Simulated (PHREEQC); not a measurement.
Consider water at 25 °C with 0.0054 mol NH4Cl and 0.0014 mol K2HPO4 per kg of water. Closed to the air; pH follows from the charge balance.

The numbers come from PHREEQC with the ion-association model, phreeqc.dat.

```csv
quantity,before,after
pH,7.87,9.09
ionic strength (mol/kgw),0.00920,0.00418
HPO4-2 (mol/kgw),0.00120,0.00138
H2PO4- (mol/kgw),0.000196,1.46e-5
```

**Question.** Name the change that produced these shifts.
A) temperature from 25 to 55 °C
B) temperature from 25 to 30 °C
C) K2HPO4 replaced by H3PO4 at the same molality
D) NH4Cl left out
E) K2HPO4 from 0.0014 to 0.00028 mol/kgw

**Answer.** D, NH4Cl left out

This is a speciation only: nothing precipitates in the calculation.
